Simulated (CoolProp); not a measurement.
R124 along the isotherm 407.1 K: fugacity coefficient from the reference equation and from simpler models built on Tc = 395.4 K, pc = 3624 kPa, ω = 0.288; each cubic takes its own stable root.

Model: reference Helmholtz-energy equation of state, de Vries 1995, in CoolProp.

```tsv
p (kPa)	phase	reference	van der Waals	Redlich-Kwong	Soave-Redlich-Kwong	Peng-Robinson
604	gas	0.9484	(withheld)	0.9483	(withheld)	0.9433
1210	gas	0.8976	0.9083	0.8975	0.8991	0.8882
1810	gas	0.8479	(withheld)	0.8479	0.8504	(withheld)
2420	gas	0.7980	0.8167	0.7980	0.8014	(withheld)
3020	gas	0.7489	0.7703	0.7489	0.7533	(withheld)
3620	gas	0.6990	0.7217	0.6990	0.7047	0.6811
4230	supercritical	0.6456	0.6647	0.6445	0.6529	(withheld)
4830	supercritical	0.5892	0.6094	0.5896	0.6001	0.5756
5440	supercritical	0.5400	0.5643	0.5434	0.5541	(withheld)
```

What belongs in the gaps?


- 604, van der Waals: 0.9541
- 604, Soave-Redlich-Kwong: 0.9491
- 1810, van der Waals: 0.8630
- 1810, Peng-Robinson: 0.8352
- 2420, Peng-Robinson: 0.7826
- 3020, Peng-Robinson: 0.7317
- 4230, Peng-Robinson: 0.6283
- 5440, Peng-Robinson: 0.5297
